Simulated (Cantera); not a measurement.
A closed system holds: 1 mol c-C₄F₈, 0.12 mol HCl, 0.51 mol H₂, equilibrated at 3423.15 K and 100000 Pa.

Equilibrium computed with Cantera from the NASA thermochemical tables; the gas is ideal and each condensed phase is pure. Candidate condensed phases: C, C₆H₆, C₇H₈, C₈H₁₈; 118 gas species. The feed counts by its element totals alone. Gases not in the tables: C₂F₆ and larger saturated fluorocarbons. Equilibrium is a limit: real reactors are often held back by kinetics, nucleation or transport.

Base state: F 0.466, CF₂ 0.209, HF 0.166, CF 0.115, Cl 0.0175, C₃ 0.0159, CF₃ 0.00241, C₂ 0.00176 (mole fractions); condensed: C(graphite).

What changes in the equilibrium state with this change: HCl from 0.12 to 0.05 mol?


| species | before | after |
|---|---|---|
| F | 0.466 | 0.474 |
| CF₂ | 0.209 | 0.217 |
| HF | 0.166 | 0.159 |
| Cl | 0.0175 | 0.00740 |
| CF | 0.115 | 0.117 |
| C₃ | 0.0159 | 0.0159 |
| HCl | 0.000114 | 4.51e-5 |
| ClF | 3.71e-5 | 1.60e-5 |
| CF₄ | 0.000474 | 0.000508 |
| C₂H | 5.59e-5 | 5.23e-5 |
| H | 0.00106 | 0.000991 |
| C(graphite), mol | 1.37 | 1.35 |

What changes in the equilibrium state with this change: temperature from 3423.15 K to 3275 K?


```csv
species,before,after
F,0.466,0.411
CF₂,0.209,0.294
HF,0.166,0.182
CF,0.115,0.0798
C₃,0.0159,0.00453
Cl,0.0175,0.0191
C₅,0.000894,0.000178
C₄,0.000156,3.16e-5
CF₄,0.000474,0.00215
"C(graphite), mol",1.37,1.52
```

What changes in the equilibrium state with this change: H₂ from 0.51 to 7.1 mol?


| species | before | after |
|---|---|---|
| HF | 0.166 | 0.612 |
| H | 0.00106 | 0.179 |
| H₂ | 4.58e-6 | 0.131 |
| F | 0.466 | 0.0102 |
| CF₂ | 0.209 | 9.93e-5 |
| C₂H₂ (acetylene) | 8.33e-7 | 0.0238 |
| CF | 0.115 | 0.00251 |
| Cl | 0.0175 | 0.00445 |
| C₃ | 0.0159 | 0.0159 |
| CF₄ | 0.000474 | <1e-9 |
| CF₃ | 0.00241 | 2.49e-8 |
| C₄H₂ | 6.31e-8 | 0.00180 |
| CH₂ | 2.08e-9 | 5.93e-5 |
| C(graphite), mol | 1.37 | 2.26 |
